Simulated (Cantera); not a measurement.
Charge: 1 mol PbO, 0.5 mol H2, held at 1.80 bar.

Method: chemical equilibrium by Gibbs-energy minimisation in Cantera with the NASA 1993 tables (ideal gas, pure condensed phases). Candidate condensed phases: H2O, Pb, PbO, PbO2, Pb3O4; 12 gas species. Each liquid is taken as pure. Mutual solubility and eutectic melting of coexisting phases are not modelled. Gases not in the tables: (PbO)n polymers. Rates play no part.

**Question.** Which condensed phases are stable at each of these points (T (°C)): 550, 650, 750, 850, 950, 1050, 1150, 1250, 1350, 1450?

**Answer.** 
| T (°C) | condensed phases | Pb condensed (%) |
|---|---|---|
| 550 | Pb(l) + PbO(yellow) | 100.0 |
| 650 | Pb(l) + PbO(yellow) | 100.0 |
| 750 | Pb(l) + PbO(yellow) | 100.0 |
| 850 | Pb(l) + PbO(yellow) | 100.0 |
| 950 | Pb(l) + PbO(l) | 100.0 |
| 1050 | Pb(l) + PbO(l) | 99.9 |
| 1150 | Pb(l) + PbO(l) | 99.6 |
| 1250 | Pb(l) + PbO(l) | 98.8 |
| 1350 | Pb(l) + PbO(l) | 96.7 |
| 1450 | Pb(l) + PbO(l) | 91.5 |

From 550 °C to 850 °C the condensed part is Pb(l) + PbO(yellow). From 950 °C to 1450 °C the condensed part is Pb(l) + PbO(l).
